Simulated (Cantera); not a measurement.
Cantera run:

```python
import numpy as np
import cantera as ct

gas_names = """
    C CN CO CO2 C2 CCN CNC C2N2 C2O C3 C3O2 C4 C4N2 C5 Fe FeC5O5 FeO N NCO NO NO2 NO3 N2 N2O O O2 O3
""".split()
cond_names = """
    C(gr) Fe(a) Fe(c) Fe(d) Fe(L) FeC5O5(L) FeO(s) FeO(L) Fe2O3(s) Fe3O4(s)
""".split()


# ... load() reads the species with a 1 bar reference pressure and builds the phases ...
atoms = {
    'Fe(CO)5': {'Fe': 1, 'C': 5, 'O': 5},
    'N2': {'N': 2},
}
top_T = {'C(gr)': 4500, 'Fe2O3(s)': 1830, 'Fe3O4(s)': 1870}  # K; cautious upper limits of use, not melting points


# ... equilibrate(T, P, feed) seeds the gas with the atoms and calls Mixture.equilibrate('TP', solver="vcs", rtol=1e-11, max_steps=5000) ...
results = []
feed = {'Fe(CO)5': 1, 'N2': 0.27}  # mol
T = 898  # K
P = 133.322  # Pa
mix = equilibrate(T, P, feed)
results.append((T, P, feed, dict(zip(mix.species_names, mix.species_moles))))
print(gas.report(threshold=1e-05))
for i in range(1, mix.n_phases):
    print(f"{mix.phase(i).name:16s} {mix.phase_moles(i):12.5e} mol")
```

Result:

```
       temperature   898 K
          pressure   133.32 Pa
           density   0.00050214 kg/m^3
  mean mol. weight   28.121 kg/kmol
   phase of matter   gas

                          1 kg             1 kmol
                     ---------------   ---------------
          enthalpy       -3.1435e+06         -8.84e+07  J
   internal energy        -3.409e+06       -9.5867e+07  J
           entropy             10241        2.8798e+05  J/K
    Gibbs function        -1.234e+07       -3.4701e+08  J
 heat capacity c_p            1163.2             32710  J/K
 heat capacity c_v             867.5             24395  J/K

                      mass frac. Y      mole frac. X     chem. pot. / RT
                     ---------------   ---------------   ---------------
                CO           0.93774           0.94147           -46.812
               CO2          0.010867         0.0069439           -92.248
                N2          0.051392          0.051589           -34.176
     [  +24 minor]        8.2439e-14         4.151e-14

C(gr)             3.63419e-02 mol
Fe(a)             1.00000e+00 mol
FeC5O5(L)         0.00000e+00 mol
FeO(s)            0.00000e+00 mol
Fe2O3(s)          0.00000e+00 mol
Fe3O4(s)          0.00000e+00 mol
```

Cantera equilibrium calculation (NASA polynomials, part measured and part estimated; ideal gas, pure solids and liquids). Condensed phases not in the tables: cementite and carbon dissolved in iron.
